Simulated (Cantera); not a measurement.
Si + HBr + H2 (silicon etching in halogen gases)

Input: 1 mol Si, 3.2 mol HBr, 64 mol H2, at 10.5 Torr.

These are equilibrium values from Cantera (NASA tables, ideal gas, pure condensed phases), not measurements of a reactor. Candidate condensed phases: Br2, Si; 19 gas species. The tables' values for SiBr3 are old estimates; treat these amounts as uncertain. The numbers say what is thermodynamically allowed, not how fast it happens.

```json
[
 {"T (K)": "848", "x H2": "0.981", "x HBr": "0.00891", "x SiBr4": "0.00905", "x SiBr2": "5.49e-5", "x SiHBr3": "0.000902", "x Br": "1.11e-8", "x SiBr3": "2.25e-5", "n Si(s)": "0.330"},
 {"T (K)": "948", "x H2": "0.972", "x HBr": "0.0210", "x SiBr4": "0.00591", "x SiBr2": "0.000425", "x SiHBr3": "0.000706", "x Br": "2.54e-7", "x SiBr3": "8.18e-5", "n Si(s)": "0.522"},
 {"T (K)": "1048", "x H2": "0.961", "x HBr": "0.0349", "x SiBr4": "0.00206", "x SiBr2": "0.00154", "x SiHBr3": "0.000339", "x Br": "2.68e-6", "x SiBr3": "0.000136", "n Si(s)": "0.725"},
 {"T (K)": "1148", "x H2": "0.956", "x HBr": "0.0407", "x SiBr4": "0.000295", "x SiBr2": "0.00260", "x SiHBr3": "8.30e-5", "x Br": "1.44e-5", "x SiBr3": "9.17e-5", "n Si(s)": "0.793"},
 {"T (K)": "1248", "x H2": "0.956", "x HBr": "0.0410", "x SiBr4": "3.56e-5", "x SiBr2": "0.00313", "x SiHBr3": "1.77e-5", "x Br": "5.22e-5", "x SiBr3": "4.57e-5", "n Si(s)": "0.783"},
 {"T (K)": "1348", "x H2": "0.956", "x HBr": "0.0404", "x SiBr4": "5.42e-6", "x SiBr2": "0.00350", "x SiHBr3": "4.47e-6", "x Br": "0.000154", "x SiBr3": "2.37e-5", "n Si(s)": "0.762"},
 {"T (K)": "1448", "x H2": "0.956", "x HBr": "0.0396", "x SiBr4": "1.05e-6", "x SiBr2": "0.00379", "x SiHBr3": "1.35e-6", "x Br": "0.000389", "x SiBr3": "1.32e-5", "n Si(s)": "0.744"}
]
```
x: gas mole fraction; n: condensed amount in mol.

From 848 K to 1448 K the condensed part is Si(s). The main Si-bearing gas is SiBr4 at 848 K and SiBr2 at 1448 K. The share of Si in condensed phases is highest at 1148 K (79.3 %) and lowest at 848 K (33.0 %).
